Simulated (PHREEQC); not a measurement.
Alkaline etch or developer

Consider water at 66 °C with 0.26 mol/kgw TMAH, 3.1e-05 mol/kgw CO2 and 0.0076 mol/kgw Na2CO3. Closed to the air; pH follows from the charge balance.

Computed with PHREEQC (ion-association model, wateq4f.dat).

- pH = 12.14
- ionic strength = 0.279 mol/kgw
- activity of water = 0.991
- total alkalinity = 275 meq/kg

```tsv
species	molality	activity	log γ
OH-	0.260	0.172	-0.180
(CH3)4N+	0.260	0.175	-0.171
Na+	0.0131	0.00928	-0.150
CO3-2	0.00552	0.00140	-0.597
NaCO3-	0.00209	0.00148	-0.149
HCO3-	1.95e-5	1.38e-5	-0.149
NaHCO3	6.77e-8	7.22e-8	0.028
```

Precipitation was switched off in this run. Species that the database lacks are ignored. (CH3)4N+ isn't in the database: it is added as a free cation with an ion size of 4 Å. Away from 25 °C the constants follow the database's enthalpies or fits; those with neither stay at their 25 °C values.
